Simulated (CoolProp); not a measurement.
Isopentane along the isotherm 226.85 °C: fugacity coefficient from the reference equation and from simpler models built on Tc = 187.2 °C, pc = 3.378 MPa, ω = 0.227; each cubic takes its own stable root.

Values from CoolProp's reference Helmholtz-energy equation of state, Lemmon 2006. It is a short technical equation, of lower accuracy than the large ones.

| p (MPa) | phase | reference | van der Waals | Soave-Redlich-Kwong |
|---|---|---|---|---|
| 0.422 | gas | 0.9676 | 0.9698 | 0.9681 |
| 0.845 | gas | 0.9356 | 0.9397 | 0.9365 |
| 1.27 | gas | 0.9039 | 0.9096 | 0.9054 |
| 1.69 | gas | 0.8729 | 0.8799 | 0.8750 |
| 2.11 | gas | 0.8422 | 0.8503 | 0.8450 |
| 2.53 | gas | 0.8119 | 0.8205 | 0.8154 |
| 2.96 | gas | 0.7811 | 0.7899 | 0.7854 |
| 3.38 | supercritical | 0.7513 | 0.7596 | 0.7565 |
| 3.8 | supercritical | 0.7218 | 0.7286 | 0.7278 |
| 4.22 | supercritical | 0.6924 | 0.6966 | 0.6994 |
| 4.65 | supercritical | 0.6625 | 0.6627 | 0.6706 |
| 5.07 | supercritical | 0.6337 | 0.6309 | 0.6432 |
